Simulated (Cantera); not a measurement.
An adiabatic, constant-volume homogeneous reactor starts with 5.29 % C2H4, 8.47 % O2, 70.9 % N2, 15.3 % H2O, at 1275 K and 140000 Pa.

Computed with Cantera and GRI-Mech 3.0 (53 species, 325 reactions). GRI-Mech 3.0 was tuned for natural gas; its chemistry of ethylene as a main component is partial and can be far from experiment.

Task: Predict: time of steepest temperature rise; temperature at 0.500 s; equilibrium temperature; x(O2) at 0.500 s; x(H2O) at 0.500 s; x(H) at 0.500 s.

Result: 
| Item | Result |
|---|---|
| time of steepest temperature rise | 0.140 ms |
| temperature at 0.500 s | 2240 K |
| equilibrium temperature | 2240 K |
| x(O2) at 0.500 s | 4.87e-6 (gas-phase equilibrium 4.87e-6) |
| x(H2O) at 0.500 s | 0.171 (gas-phase equilibrium 0.171) |
| x(H) at 0.500 s | 0.00115 (gas-phase equilibrium 0.00115) |
